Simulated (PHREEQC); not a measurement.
Solution (25 °C): 25 mmol/kgw KOH, 6.5 mmol/kgw NaAlO2 and 0.042 mmol/kgw Na2CO3. Closed to the air; pH follows from the charge balance.

All values are PHREEQC results (ion-association model, phreeqc.dat), not measurements.

The pH comes out as 12.32 and the ionic strength is 0.0316 mol/kgw. The total alkalinity comes out as 51.1 meq/kg.

| species | molality | activity | log γ |
|---|---|---|---|
| OH- | 0.0250 | 0.0210 | -0.075 |
| K+ | 0.0250 | 0.0210 | -0.075 |
| Na+ | 0.00658 | 0.00559 | -0.071 |
| Al(OH)4- | 0.00650 | 0.00551 | -0.072 |
| CO3-2 | 3.92e-5 | 2.08e-5 | -0.276 |
| NaCO3- | 2.55e-6 | 2.16e-6 | -0.072 |
| HCO3- | 2.50e-7 | 2.13e-7 | -0.069 |
| Al(OH)3 | 1.40e-9 | 1.41e-9 | 0.003 |

This is a speciation only: nothing precipitates in the calculation. Species that the database lacks are ignored.
